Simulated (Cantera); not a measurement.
Input (Python, Cantera):

```python
import numpy as np
import cantera as ct

gas = ct.Solution("gri30.yaml")
gas.TP = 300, 55000
flame = ct.CounterflowDiffusionFlame(gas, width=0.02)
flame.fuel_inlet.X, flame.fuel_inlet.T = {'CH4': 1, 'C2H6': 0.27}, 475
flame.oxidizer_inlet.X, flame.oxidizer_inlet.T = {'O2': 0.28, 'N2': 0.72}, 323
flame.set_refine_criteria(ratio=3, slope=0.12, curve=0.24, prune=0.03)
show = ['OH', 'H', 'NO', 'CO', 'C2H2']

rows = []
print(f"{'mdot':>8s}{'a_max':>10s}{'a_mean':>10s}{'Tmax/K':>9s}" + "".join(f"{s:>11s}" for s in show) + "   (peak mole fractions)")
for i, mdot in enumerate([0.14, 0.2, 0.28, 0.4, 0.56, 0.8, 1.1]):  # kg/m2/s on the oxidiser side
    flame.oxidizer_inlet.mdot, flame.fuel_inlet.mdot = mdot, 0.75 * mdot
    flame.solve(loglevel=0, auto=(i == 0))
    if flame.T.max() < max(475, 323) + 100:
        print(f"{mdot:8.3g}  no burning solution found from the previous one")
        break
    dT = np.abs(np.gradient(flame.T, flame.grid))
    rows.append([flame.strain_rate("max"), flame.strain_rate("mean"), flame.T.max(),
                 *(flame.X[gas.species_index(s)].max() for s in show), max(dT[0], dT[-1]) / dT.max()])
    print(f"{mdot:8.3g}{rows[-1][0]:10.1f}{rows[-1][1]:10.1f}{rows[-1][2]:9.1f}" + "".join(f"{x:11.3e}" for x in rows[-1][3:-1]))
```

Result:

```
    mdot     a_max    a_mean   Tmax/K         OH          H         NO         CO       C2H2   (peak mole fractions)
    0.14     196.8      31.6   2235.6  1.429e-02  8.133e-03  3.917e-04  9.050e-02  2.943e-02
     0.2     264.9      45.1   2216.6  1.408e-02  8.482e-03  3.553e-04  8.886e-02  2.843e-02
    0.28     355.6      63.1   2202.9  1.392e-02  8.850e-03  3.252e-04  8.763e-02  2.760e-02
     0.4     484.5      90.1   2186.1  1.367e-02  9.197e-03  2.906e-04  8.627e-02  2.654e-02
    0.56     650.0     126.2   2167.8  1.332e-02  9.466e-03  2.547e-04  8.496e-02  2.529e-02
     0.8     891.8     180.3   2148.2  1.290e-02  9.705e-03  2.158e-04  8.391e-02  2.384e-02
     1.1    1185.8     247.9   2128.8  1.244e-02  9.827e-03  1.804e-04  8.338e-02  2.242e-02
```

Model: GRI-Mech 3.0 (53 species, 325 reactions), integrated in Cantera. GRI-Mech 3.0 has no aromatics or soot, which form on the fuel side of real flames. The maximum strain rate includes the flame's own expansion and is several times the mean.
